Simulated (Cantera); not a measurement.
A closed system holds: 1 mol CO2, 0.15 mol H2, 0.34 mol N2, equilibrated at 1975 °C and 1950 Torr.

Method: chemical equilibrium by Gibbs-energy minimisation in Cantera with the NASA 1993 tables (ideal gas, pure condensed phases). Candidate condensed phases: C, C6H6, C7H8, C8H18, H2O; 136 gas species. The numbers say what is thermodynamically allowed, not how fast it happens.

Base state: CO2 0.570, N2 0.228, CO 0.100, H2O 0.0966, H2 0.00312, OH 0.00118, O2 0.000865, NO 0.000485 (mole fractions); condensed: gas only.

Problem. What changes in the equilibrium state with this change: 0.017 mol H2S added?

Solution. 
| species | before | after |
|---|---|---|
| CO2 | 0.570 | 0.527 |
| N2 | 0.228 | 0.223 |
| CO | 0.100 | 0.128 |
| SO2 | 0 | 0.0108 |
| H2O | 0.0966 | 0.104 |
| SO | 0 | 0.000346 |
| O2 | 0.000865 | 0.000450 |
| H2 | 0.00312 | 0.00466 |
Further candidate phases: H2SO4, S.

Problem. What changes in the equilibrium state with this change: temperature from 1975 °C to 3200 °C?

Solution. 
| species | before | after |
|---|---|---|
| CO | 0.100 | 0.380 |
| N2 | 0.228 | 0.162 |
| CO2 | 0.570 | 0.131 |
| O2 | 0.000865 | 0.0976 |
| O | 6.65e-5 | 0.0892 |
| H | 0.000255 | 0.0341 |
| NO | 0.000485 | 0.0242 |
| OH | 0.00118 | 0.0439 |
| H2O | 0.0966 | 0.0279 |
| N | 6.47e-9 | 4.86e-5 |
| HO2 | 1.41e-7 | 3.37e-5 |
| NO2 | 6.02e-8 | 1.16e-5 |
| H2 | 0.00312 | 0.00981 |
